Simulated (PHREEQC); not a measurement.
A PHREEQC speciation (ion-association model, wateq4f.dat) at 25 °C gives pH 1.14 and these molalities:

| species | mol/kgw |
|---|---|
| H+ | 0.0892 |
| HSO4- | 0.0588 |
| SO4-2 | 0.0178 |
| Ni+2 | 0.00259 |
| NiSO4 | 0.00111 |
| Ni(SO4)2-2 | 1.09e-6 |

Problem. What are the element totals, and what could have been dissolved in 1 kg of water to give them?

Solution. Several could match; the one computed here: totals Ni 0.00370, S(6) 0.0777 mol/kgw, from 0.074 mol/kgw H2SO4 and 0.0037 mol/kgw NiSO4.

No solid was allowed to form.
